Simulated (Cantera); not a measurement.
A perfectly stirred reactor is fed with NO : N2 = 1 : 0.29 (molar parts), at 0.178 atm; it is held at 1650 K, and followed from long to short residence time.

Detailed kinetics in Cantera: GRI-Mech 3.0 (53 species, 325 reactions).

**Question.** Predict: x(NO) at τ = 6.80 s; x(N2O) at τ = 6.80 s; x(O2) at τ = 6.80 s; x(O) at τ = 6.80 s; x(N2) at τ = 6.80 s; x(NO) at τ = 38.0 ms; x(N2O) at τ = 38.0 ms; x(O2) at τ = 38.0 ms; x(O) at τ = 38.0 ms; x(N2) at τ = 38.0 ms.

**Answer.** 
```json
{
  "x(NO) at τ = 6.80 s": "0.706",
  "x(N2O) at τ = 6.80 s": "0.000174",
  "x(O2) at τ = 6.80 s": "0.0340",
  "x(O) at τ = 6.80 s": "1.29e-5",
  "x(N2) at τ = 6.80 s": "0.259",
  "x(NO) at τ = 38.0 ms": "0.775",
  "x(N2O) at τ = 38.0 ms": "0.000109",
  "x(O2) at τ = 38.0 ms": "0.000107",
  "x(O) at τ = 38.0 ms": "4.27e-6",
  "x(N2) at τ = 38.0 ms": "0.225"
}
```
